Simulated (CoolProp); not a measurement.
A single-stage vapour-compression cycle with propylene: evaporating at 197.15 K (dew point), condensing at 254.15 K (bubble point), superheat 2 K, subcooling 0 K, compressor efficiency 0.8, no pressure losses. Each further row changes one setting.

The numbers come from the reference Helmholtz-energy equation of state, Lemmon 2013 in CoolProp.

```
case                              cooling COP  pressure ratio  discharge temperature (K)  refrigerating effect (kJ/kg)  volumetric capacity (kJ/m³)
--------------------------------  -----------  --------------  -------------------------  ----------------------------  ---------------------------
as stated                          (withheld)            14.1                      316.4                           346                          200
evaporating temperature 202.15 K         2.53            10.4                 (withheld)                           351                          268
condensing temperature 249.15 K    (withheld)            11.8                      308.1                           357                          207
subcooling 5 K                           2.28            14.1                      316.4                           357                          207
superheat 12 K                           2.18            14.1                      328.2                           358                          197
compressor efficiency 0.7                1.93            14.1                 (withheld)                           346                          200
```

Problem. What belongs in the gaps?

Solution. 
- as stated, cooling COP: 2.20
- evaporating temperature 202.15 K, discharge temperature (K): 308.6
- condensing temperature 249.15 K, cooling COP: 2.47
- compressor efficiency 0.7, discharge temperature (K): 329.8
